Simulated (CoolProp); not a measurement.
Properties of ethane along the isotherm 381.6 K (Tc = 305.3 K, pc = 4872 kPa, ω = 0.099).

Model: reference Helmholtz-energy equation of state, Bücker 2006, in CoolProp.

```tsv
p (kPa)	phase	cv (kJ/(kg K))	expansivity (1/kK)	conductivity (mW/(m K))	Prandtl number
38.5	gas	1.821	2.632	32.9	0.746
79.1	gas	1.822	2.644	33.0	0.747
162	gas	1.823	2.670	33.0	0.748
334	gas	1.825	2.723	33.1	0.752
685	gas	1.830	2.837	33.3	0.761
1410	gas	1.840	3.093	33.8	0.779
2890	gas	1.863	3.725	35.0	0.828
5930	supercritical	1.915	5.662	39.0	0.987
12200	supercritical	1.991	9.603	55.1	1.58
```

Viscosity comes from a separate model (Friend 1991). Thermal conductivity comes from a separate model (Friend 1991).
